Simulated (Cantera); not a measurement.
Feed: 1 mol CH2F2, a varied amount of F2, equilibrated at 2323 K and 8.10 mbar.

Method: chemical equilibrium by Gibbs-energy minimisation in Cantera with the NASA 1993 tables (ideal gas, pure condensed phases). Candidate condensed phases: C, C6H6, C7H8, C8H18; 95 gas species. Gases not in the tables: C2F6 and larger saturated fluorocarbons. The numbers say what is thermodynamically allowed, not how fast it happens.

Question: What share of the C ends up in condensed phases as a function of n(F2) (mol), at 0.034, 0.056, 0.079, 0.1, 0.12, 0.15, 0.17, 0.19, 0.22, 0.24?

Answer: 
| n(F2) (mol) | C condensed (%) | as |
|---|---|---|
| 0.034 | 99.3 | C(graphite) |
| 0.056 | 98.6 | C(graphite) |
| 0.079 | 97.7 | C(graphite) |
| 0.1 | 96.7 | C(graphite) |
| 0.12 | 95.7 | C(graphite) |
| 0.15 | 94.2 | C(graphite) |
| 0.17 | 93.1 | C(graphite) |
| 0.19 | 92.0 | C(graphite) |
| 0.22 | 90.3 | C(graphite) |
| 0.24 | 89.1 | C(graphite) |
